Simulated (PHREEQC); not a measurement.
# Buffer: speciation

A solution holds 0.0038 mol/kgw H3PO4, 0.0021 mol/kgw NaOH and 0.023 mol/kgw KCl, at 73 °C. Closed to the air; pH follows from the charge balance.

Computed with PHREEQC (ion-association model, phreeqc.dat).

* **pH**: 3.02
* **ionic strength**: 0.0262 mol/kgw
* **specific conductance**: 8240 µS/cm
* **total alkalinity**: -1.70 meq/kg

```json
[
 {"species": "Cl-", "molality": "0.0230", "activity": "0.0193", "log γ": "-0.075"},
 {"species": "K+", "molality": "0.0230", "activity": "0.0193", "log γ": "-0.076"},
 {"species": "H2PO4-", "molality": "0.00319", "activity": "0.00271", "log γ": "-0.070"},
 {"species": "Na+", "molality": "0.00210", "activity": "0.00178", "log γ": "-0.072"},
 {"species": "H+", "molality": "0.00109", "activity": "0.000945", "log γ": "-0.061"},
 {"species": "H3PO4", "molality": "0.000613", "activity": "0.000617", "log γ": "0.003"},
 {"species": "HPO4-2", "molality": "4.34e-7", "activity": "2.25e-7", "log γ": "-0.286"},
 {"species": "KHPO4-", "molality": "9.94e-9", "activity": "8.46e-9", "log γ": "-0.070"}
]
```

No solid was allowed to form. At this temperature some constants are extrapolated from 25 °C, and those without enthalpy data are left unchanged.
